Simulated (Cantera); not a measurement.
A Cantera script and its output.

```python
import numpy as np
import cantera as ct

surf = ct.Interface("ptcombust.yaml", "Pt_surf")
gas = surf.adjacent["gas"]
gas.TPX = 300, 3300, {'CH4': 0.051, 'O2': 0.098, 'N2': 0.79}
jet = ct.ImpingingJet(gas=gas, width=0.021, surface=surf)
jet.inlet.mdot, jet.inlet.T, jet.inlet.X = 0.089, 300, {'CH4': 0.051, 'O2': 0.098, 'N2': 0.79}
jet.set_refine_criteria(ratio=10, slope=0.2, curve=0.3)
show, cover = ['CH4', 'O2', 'H2O', 'OH', 'CO', 'CO2'], ["PT(S)", "H(S)", "O(S)", "OH(S)", "CO(S)", "C(S)"]

rows = []
print(f"{'Ts/K':>7s}" + "".join(f"{s:>11s}" for s in show + cover) + "   (gas at the wall, coverages)")
for i, Ts in enumerate([950, 1000, 1050, 1100, 1150, 1200, 1250]):
    jet.surface.T = Ts
    if i == 0:
        surf.TP = Ts, 3300
        surf.coverages = "PT(S):0.5, O(S):0.5"
        surf.advance_coverages(1.0)
        jet.set_initial_guess(products="inlet")
    jet.solve(loglevel=0, auto=(i == 0))
    rows.append([*(jet.X[gas.species_index(s), -1] for s in show), *surf[cover].coverages])
    print(f"{Ts:7g}" + "".join(f"{x:11.3e}" for x in rows[-1]))
```

It prints:

```
   Ts/K        CH4         O2        H2O         OH         CO        CO2      PT(S)       H(S)       O(S)      OH(S)      CO(S)       C(S)   (gas at the wall, coverages)
    950  3.988e-02  7.349e-02  2.709e-02  1.197e-07  2.604e-05  1.770e-02  3.617e-01  1.795e-07  6.375e-01  7.907e-04  1.550e-05  7.426e-08
   1000  3.437e-02  6.177e-02  3.732e-02  3.404e-07  3.184e-05  2.443e-02  4.501e-01  4.081e-07  5.491e-01  7.987e-04  1.286e-05  8.047e-08
   1050  2.936e-02  5.114e-02  4.656e-02  8.437e-07  3.854e-05  3.055e-02  5.382e-01  8.228e-07  4.610e-01  7.563e-04  1.056e-05  8.410e-08
   1100  2.520e-02  4.236e-02  5.417e-02  1.851e-06  4.713e-05  3.560e-02  6.226e-01  1.514e-06  3.767e-01  6.812e-04  8.762e-06  8.696e-08
   1150  2.197e-02  3.560e-02  6.005e-02  3.669e-06  5.906e-05  3.945e-02  7.000e-01  2.598e-06  2.994e-01  5.901e-04  7.471e-06  9.065e-08
   1200  1.975e-02  3.091e-02  6.390e-02  6.673e-06  7.677e-05  4.225e-02  7.667e-01  4.181e-06  2.328e-01  4.948e-04  6.596e-06  9.623e-08
   1250  1.807e-02  2.747e-02  6.685e-02  1.134e-05  1.022e-04  4.419e-02  8.222e-01  6.435e-06  1.774e-01  4.070e-04  5.978e-06  1.033e-07
```

Computed with Cantera and Deutschmann's 1995 Pt surface mechanism with GRI-Mech 3.0 gas chemistry. Catalytic surfaces can have several steady states; this one follows from the mechanism file's or the stated starting coverage.
